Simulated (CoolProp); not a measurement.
Isobutene along the isotherm 130.15 °C: density (kg/m³) from the reference equation and from simpler models built on Tc = 144.9 °C, pc = 4016 kPa, ω = 0.193; each cubic takes its own stable root.

Model: reference Helmholtz-energy equation of state, Lemmon 2005, in CoolProp. It is a short technical equation, of lower accuracy than the large ones.

```json
[
 {"p (kPa)": "143", "phase": "gas", "reference": "2.427", "ideal gas": "2.393", "Soave-Redlich-Kwong": "2.426"},
 {"p (kPa)": "287", "phase": "gas", "reference": "4.943", "ideal gas": "4.802", "Soave-Redlich-Kwong": "4.940"},
 {"p (kPa)": "430", "phase": "gas", "reference": "7.519", "ideal gas": "7.195", "Soave-Redlich-Kwong": "7.511"},
 {"p (kPa)": "574", "phase": "gas", "reference": "10.20", "ideal gas": "9.604", "Soave-Redlich-Kwong": "10.18"},
 {"p (kPa)": "717", "phase": "gas", "reference": "12.95", "ideal gas": "12.00", "Soave-Redlich-Kwong": "12.92"},
 {"p (kPa)": "861", "phase": "gas", "reference": "15.82", "ideal gas": "14.41", "Soave-Redlich-Kwong": "15.78"},
 {"p (kPa)": "1000", "phase": "gas", "reference": "18.70", "ideal gas": "16.73", "Soave-Redlich-Kwong": "18.64"},
 {"p (kPa)": "1150", "phase": "gas", "reference": "21.94", "ideal gas": "19.24", "Soave-Redlich-Kwong": "21.84"},
 {"p (kPa)": "1290", "phase": "gas", "reference": "25.09", "ideal gas": "21.58", "Soave-Redlich-Kwong": "24.96"},
 {"p (kPa)": "1430", "phase": "gas", "reference": "28.39", "ideal gas": "23.93", "Soave-Redlich-Kwong": "28.21"},
 {"p (kPa)": "1580", "phase": "gas", "reference": "32.11", "ideal gas": "26.44", "Soave-Redlich-Kwong": "31.86"},
 {"p (kPa)": "1720", "phase": "gas", "reference": "35.77", "ideal gas": "28.78", "Soave-Redlich-Kwong": "35.45"},
 {"p (kPa)": "1860", "phase": "gas", "reference": "39.65", "ideal gas": "31.12", "Soave-Redlich-Kwong": "39.23"},
 {"p (kPa)": "2010", "phase": "gas", "reference": "44.08", "ideal gas": "33.63", "Soave-Redlich-Kwong": "43.52"}
]
```
